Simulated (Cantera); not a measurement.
A closed system holds: 1 mol Si2Cl6, 0.0088 mol Cl2, 180 mol H2.

Points: T (K) = 850, 950, 1050, 1150, 1250, 1350, 1450, 1550, 1650; P (Pa) = 100, 300, 880, 2600, 7700, 23000, 68000, 200000.

Cantera's Mixture.equilibrate('TP', solver="vcs", rtol=1e-11, max_steps=5000) on the NASA tables stopped like this:

```
ERROR: FAILURE its = 5001!

*******************************************************************************
CanteraError thrown by MultiPhase::equilibrate:
VCS solver failed. Return code: -1
*******************************************************************************
```

### Question
What got this run through?

### Answer
Several could match; the one computed here: The failure is numerical, not chemical. The same input converged with solver="gibbs", rtol=1e-10, max_steps=50000, and the result passed a check of the equilibrium conditions:
```
    850        100  Si(cr)
    950        100  Si(cr)
   1050        100  Si(cr)
   1150        100  Si(cr)
   1250        100  Si(cr)
   1350        100  Si(cr)
   1450        100  Si(cr)
   1550        100  Si(cr)
   1650        100  Si(cr)
    850        300  Si(cr)
    950        300  Si(cr)
   1050        300  Si(cr)
   1150        300  Si(cr)
   1250        300  Si(cr)
   1350        300  Si(cr)
   1450        300  Si(cr)
   1550        300  Si(cr)
   1650        300  Si(cr)
    850        880  Si(cr)
    950        880  Si(cr)
   1050        880  Si(cr)
   1150        880  Si(cr)
   1250        880  Si(cr)
   1350        880  Si(cr)
   1450        880  Si(cr)
   1550        880  Si(cr)
   1650        880  Si(cr)
    850       2600  Si(cr)
    950       2600  Si(cr)
   1050       2600  Si(cr)
   1150       2600  Si(cr)
   1250       2600  Si(cr)
   1350       2600  Si(cr)
   1450       2600  Si(cr)
   1550       2600  Si(cr)
   1650       2600  Si(cr)
    850       7700  Si(cr)
    950       7700  Si(cr)
   1050       7700  Si(cr)
   1150       7700  Si(cr)
   1250       7700  Si(cr)
   1350       7700  Si(cr)
   1450       7700  Si(cr)
   1550       7700  Si(cr)
   1650       7700  Si(cr)
    850    2.3e+04  Si(cr)
    950    2.3e+04  Si(cr)
   1050    2.3e+04  Si(cr)
   1150    2.3e+04  Si(cr)
   1250    2.3e+04  Si(cr)
   1350    2.3e+04  Si(cr)
   1450    2.3e+04  Si(cr)
   1550    2.3e+04  Si(cr)
   1650    2.3e+04  Si(cr)
    850    6.8e+04  Si(cr)
    950    6.8e+04  Si(cr)
   1050    6.8e+04  Si(cr)
   1150    6.8e+04  Si(cr)
   1250    6.8e+04  Si(cr)
   1350    6.8e+04  Si(cr)
   1450    6.8e+04  Si(cr)
   1550    6.8e+04  Si(cr)
   1650    6.8e+04  Si(cr)
    850      2e+05  Si(cr)
    950      2e+05  Si(cr)
   1050      2e+05  Si(cr)
   1150      2e+05  Si(cr)
   1250      2e+05  Si(cr)
   1350      2e+05  Si(cr)
   1450      2e+05  Si(cr)
   1550      2e+05  Si(cr)
   1650      2e+05  Si(cr)
```

The gas is ideal and each condensed phase is pure. The feed counts by its element totals alone. The tables' values for SiCl3 are old estimates.
